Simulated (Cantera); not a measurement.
What does this Cantera script print?

```python
import numpy as np
import cantera as ct

gas_names = """
    B BH BH2 BH3 BN B2 H H2 N NH NH2 NH3 N2 N2H2 N2H4
""".split()
cond_names = """
    B(b) B(L) BN(s)
""".split()


# ... load() reads the species with a 1 bar reference pressure and builds the phases ...
atoms = {
    'B2H6': {'B': 2, 'H': 6},
    'NH3': {'N': 1, 'H': 3},
}
top_T = {'BN(s)': 3200}  # K; cautious upper limits of use, not melting points


# ... equilibrate(T, P, feed) seeds the gas with the atoms and calls Mixture.equilibrate('TP', solver="vcs", rtol=1e-11, max_steps=5000) ...
results = []
T = 1250  # K
P = 2100  # Pa
for m in [0.92, 2.3, 3.7, 5.1, 6.5, 7.9, 9.3, 11, 12]:
    feed = {'B2H6': 1, 'NH3': m}  # mol
    mix = equilibrate(T, P, feed)
    results.append((T, P, feed, dict(zip(mix.species_names, mix.species_moles))))

top = {s: max(r[3][s] / sum(r[3][g] for g in gas_names) for r in results) for s in gas_names}
cols = sorted((s for s in top if top[s] > 0.0001), key=lambda s: -top[s])[:8]
seen = [c for c in cond_names if any(r[3].get(c, 0) > 1e-12 for r in results)]
print("log10 of partial pressures in bar; condensed amounts in mol")
print(f"{'n(NH3)':>10s}" + "".join(f"{s[:9]:>10s}" for s in cols + seen))
for T, P, feed, n in results:
    ng = sum(n[g] for g in gas_names)
    print(f"{feed['NH3']:10.4g}" + "".join(f"{np.log10(max(n[s] / ng * P / 1e5, 1e-99)):10.3f}" for s in cols)
          + "".join(f"{n.get(c, 0):10.4g}" for c in seen))
```

Result:

```
log10 of partial pressures in bar; condensed amounts in mol
    n(NH3)        H2        N2      B(b)     BN(s)
      0.92    -1.678   -11.747      1.08      0.92
       2.3    -1.688    -3.321         0         2
       3.7    -1.719    -2.721         0         2
       5.1    -1.737    -2.574         0         2
       6.5    -1.748    -2.502         0         2
       7.9    -1.756    -2.458         0         2
       9.3    -1.762    -2.429         0         2
        11    -1.768    -2.405         0         2
        12    -1.771    -2.394         0         2
```

Cantera equilibrium calculation (NASA polynomials, part measured and part estimated; ideal gas, pure solids and liquids). The feed counts by its element totals alone. Mutual solubility and eutectic melting of coexisting phases are not modelled.
